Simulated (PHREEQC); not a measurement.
Consider water at 45 °C with 0.035 mol CuSO4, 0.0055 mol HCl and 0.00022 mol KCl per kg of water. Closed to the air; pH follows from the charge balance.

The numbers come from PHREEQC with the ion-association model, wateq4f.dat.

Each row changes one thing in this solution. Precipitation was switched off in this run.

```tsv
case	pH	ionic strength (mol/kgw)	Cu+2 (mol/kgw)	SO4-2 (mol/kgw)	CuSO4 (mol/kgw)	Cl- (mol/kgw)	SI of Chalcanthite (CuSO4:5H2O)	SI of Tenorite (CuO)
as made	2.67	0.0845	0.0210	0.0184	0.0137	0.00541	-1.65	-3.64
KCl replaced by KHSO4 at the same molality	2.66	0.0846	0.0210	0.0184	0.0137	0.00520	-1.65	-3.67
KCl left out	2.67	0.0842	0.0210	0.0184	0.0137	0.00520	-1.65	-3.64
HCl left out	4.47	0.0809	0.0201	0.0202	0.0148	0.000208	-1.62	-0.05
HCl replaced by ZnCl2 at the same molality	4.46	(withheld)	0.0210	0.0189	0.0133	(withheld)	-1.66	-0.08
temperature from 45 to 60 °C	2.76	0.0829	0.0207	0.0179	0.0137	0.00519	-1.73	-3.00
CuSO4 from 0.035 to 0.007 mol/kgw	(withheld)	0.0245	0.00536	0.00404	0.00152	0.00561	-2.61	-4.55
```

### Question
Complete the blanks.

### Answer

- HCl replaced by ZnCl2 at the same molality, ionic strength (mol/kgw): 0.0921
- HCl replaced by ZnCl2 at the same molality, Cl- (mol/kgw): 0.0106
- CuSO4 from 0.035 to 0.007 mol/kgw, pH: 2.45

Some of these states are supersaturated (in Atacamite, for instance). Away from 25 °C the constants follow the database's enthalpies or fits; those with neither stay at their 25 °C values.
